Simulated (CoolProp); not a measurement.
A simple Rankine cycle with R11: condensing at 320.15 K, boiler at 1.85 MPa, turbine inlet 417.1 K, turbine efficiency 0.75, pump efficiency 0.8, no recuperator. Each further row changes one setting.

Computed with CoolProp (reference Helmholtz-energy equation of state, Jacobsen 1992).

| case | thermal efficiency (%) | net work (kJ/kg) | heat in (kJ/kg) | turbine exit temperature (K) | volume ratio over the turbine |
|---|---|---|---|---|---|
| as stated | 13.7 | 29.0 | 212 | 337.1 | 9.05 |
| turbine inlet 437.1 K | 13.9 | 31.8 | 229 | 359.4 | 8.65 |
| condensing temperature 312.15 K | 14.7 | 32.3 | 219 | 330.5 | 11.5 |
| boiler pressure 1.29 MPa | 12.0 | 26.6 | 222 | 355.9 | 5.88 |
| turbine efficiency 0.65 | 11.7 | 24.9 | 212 | 343.5 | 9.25 |
